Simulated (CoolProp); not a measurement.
R13 at several states: density (kg/m³) from the reference equation and from simpler models built on Tc = 303.0 K, pc = 39.73 bar, ω = 0.175; each cubic takes its own stable root.

Computed with CoolProp (reference Helmholtz-energy equation of state, Platzer 1990). This equation is an older, rougher fit; its heat capacities, sound speeds and derivatives of the liquid may be far off and weren't checked against measurements.

| T (K) | p (bar) | phase | reference | van der Waals | Redlich-Kwong | Soave-Redlich-Kwong |
|---|---|---|---|---|---|---|
| 116.3 | 55.9 | liquid | ___ | 1158 | 1715 | 1719 |
| 288.8 | 12.2 | gas | 61.47 | 59.85 | 61.15 | 61.30 |
| 253.1 | 17 | liquid | ___ | ___ | 1140 | ___ |
| 221.4 | 139 | liquid | 1460 | ___ | 1418 | 1440 |
| 433.4 | 42.2 | supercritical | 135.7 | 141.1 | 138.6 | 134.4 |
| 216.6 | 0.28 | gas | 1.636 | 1.632 | 1.634 | 1.635 |

### Question
Complete the blanks.

### Answer

- 116.3, reference: 1796
- 253.1, reference: 1252
- 253.1, van der Waals: 112.9
- 253.1, Soave-Redlich-Kwong: 1180
- 221.4, van der Waals: 1013

At some of these states van der Waals gives the other phase, because its saturation line lies elsewhere.
